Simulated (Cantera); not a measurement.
# Nitride etching: Si3N4 + H2 + N2

Charge: 1 mol Si3N4, 420 mol H2, 2 mol N2, at 1325 °C.

Equilibrium computed with Cantera from the NASA thermochemical tables; the gas is ideal and each condensed phase is pure. Candidate condensed phases: Si, Si3N4; 18 gas species. Rates play no part.

```csv
P (Pa),log p H2,log p H,log p N2,log p Si,log p SiH,n Si(s),n Si3N4(s)
1,-5.01,-6.78,-7.03,-7.16,-9.33,0,0
6.80,-4.18,-6.36,-6.19,-7.03,-8.77,2.39,0
46,-3.34,-5.94,-5.36,-7.03,-8.36,2.91,0
320,-2.50,-5.52,-4.52,-7.03,-7.94,2.98,0
2200,-1.66,-5.10,-3.68,-7.03,-7.52,3.00,0
15000,-0.83,-4.69,-3.15,-7.29,-7.36,0,1.000
100000,0.00,-4.27,-2.32,-7.84,-7.50,0,1.000
```
log p: log10 of the partial pressure in bar; n: condensed amount in mol.

At 1.00 Pa nothing is condensed. From 6.80 Pa to 22.0 mbar the condensed part is Si(s). From 0.150 bar to 1.00 bar the condensed part is Si3N4(s). The main Si-bearing gas is Si at 1.00 Pa and SiH2 at 1.00 bar.
